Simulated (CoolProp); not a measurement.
Vapour-liquid equilibrium of R22 (1) + R142b (2) at 0.0042 MPa; x and y are mole fractions of (1).

Values from CoolProp's multi-fluid Helmholtz-energy mixture model, Kamei 1995 and Lemmon 2006; pair parameters Bell 2016.

| x | bubble temperature, mixture model (K) | bubble temperature, Raoult's law (K) | y, mixture model | y, Raoult's law |
|---|---|---|---|---|
| 0.05 | 202.7 | 202.6 | 0.232 | 0.236 |
| 0.125 | 199.3 | 199.1 | 0.453 | 0.466 |
| 0.2 | 196.6 | 196.2 | 0.594 | 0.612 |
| 0.275 | 194.4 | 193.8 | 0.693 | 0.711 |
| 0.35 | 192.5 | 191.8 | 0.766 | 0.782 |
| 0.425 | 190.7 | 190.0 | 0.822 | 0.834 |
| 0.5 | 189.2 | 188.5 | 0.866 | 0.874 |
| 0.575 | 187.7 | 187.1 | 0.901 | 0.905 |
| 0.65 | 186.4 | 185.9 | 0.929 | 0.930 |
| 0.725 | 185.2 | 184.8 | 0.951 | 0.951 |
| 0.8 | 184.0 | 183.8 | 0.969 | 0.967 |
| 0.875 | 183.0 | 182.9 | 0.983 | 0.981 |
| 0.95 | 182.1 | 182.0 | 0.994 | 0.993 |

The largest gap from Raoult's law is +0.7 K in bubble temperature, at x = 0.425. No azeotrope shows between x = 0.05 and 0.95.

The pair parameters rest on a limited set of measurements; away from them the model extrapolates.
